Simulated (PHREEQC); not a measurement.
Model water analysis in mmol/kgw, 25 °C, pH 6.89, pe 8.3:

```
constituent           mmol/kgw
--------------------  --------
Na                         445
K                           91
Ca                        4.54
Mg                        7.75
Cl                         446
S(6)                      57.1
Alkalinity (meq/kgw)      1.52
Cd                       0.359
Ni                        2.01
```

Cl is adjusted to close the charge balance.
Valence states are taken as typed.

Computed with PHREEQC (ion-association model, wateq4f.dat).

```json
[
 {"quantity": "ionic strength (mol/kgw)", "before": "0.582", "after": "0.582"},
 {"quantity": "SO4-2 (mol/kgw)", "before": "0.0348", "after": "0.0348"},
 {"quantity": "NaSO4- (mol/kgw)", "before": "0.0150", "after": "0.0150"},
 {"quantity": "Mg+2 (mol/kgw)", "before": "0.00553", "after": "0.00553"},
 {"quantity": "KSO4- (mol/kgw)", "before": "0.00381", "after": "0.00381"},
 {"quantity": "Ca+2 (mol/kgw)", "before": "0.00349", "after": "0.00349"},
 {"quantity": "SI of Otavite (CdCO3)", "before": "+0.03", "after": "+0.27"},
 {"quantity": "SI of Ni(OH)2 (Ni(OH)2)", "before": "-0.60", "after": "+0.35"}
]
```

Task: Name the change that produced these shifts.
A) pH from 6.89 to 7.39 at the same alkalinity
B) S(6) from 57.1 to 114 mmol/kgw
C) pH from 6.89 to 7.89 at the same alkalinity

Result: A, pH from 6.89 to 7.39 at the same alkalinity

Precipitation was switched off in this run. Some of these states are supersaturated (in Ni(OH)2, Otavite, for instance). The database's nickel carbonate constants are estimates that later reviews lower a good deal.
